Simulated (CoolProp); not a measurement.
Vapour pressure (MPa) of R236EA: the reference equation beside estimates from Tc = 412.4 K, pc = 3.414 MPa, ω = 0.368. Clausius-Clapeyron is anchored at 322.1 K with a constant enthalpy of vaporisation of 21.60 kJ/mol.

Model: reference Helmholtz-energy equation of state, Rui 2013, in CoolProp.

| T (K) | reference | Clausius-Clapeyron | van der Waals | Redlich-Kwong | Soave-Redlich-Kwong | Peng-Robinson |
|---|---|---|---|---|---|---|
| 270 | 0.06822 | 0.09318 | 0.4820 | 0.1652 | 0.06791 | 0.06863 |
| 283 | 0.1174 | 0.1450 | 0.6178 | 0.2518 | 0.1172 | 0.1175 |
| 296 | 0.1909 | 0.2170 | 0.7765 | 0.3674 | 0.1912 | 0.1905 |
| 309.1 | 0.2969 | 0.3147 | 0.9611 | 0.5180 | 0.2984 | 0.2960 |
| 322.1 | 0.4418 | 0.4418 | 1.170 | 0.7060 | 0.4455 | 0.4405 |
| 335.1 | 0.6351 | 0.6041 | 1.406 | 0.9368 | 0.6424 | 0.6341 |
| 348.1 | 0.8865 | 0.8070 | 1.669 | 1.215 | 0.8987 | 0.8866 |
| 361.1 | 1.207 | 1.056 | 1.962 | 1.544 | 1.225 | 1.209 |

Absolute difference from the reference over all 8 rows, mean and median: Clausius-Clapeyron 13.3 and 10.7 %, van der Waals 250.0 and 194.3 %, Redlich-Kwong 74.5 and 67.1 %, Soave-Redlich-Kwong 0.8 and 0.7 %, Peng-Robinson 0.2 and 0.2 %.
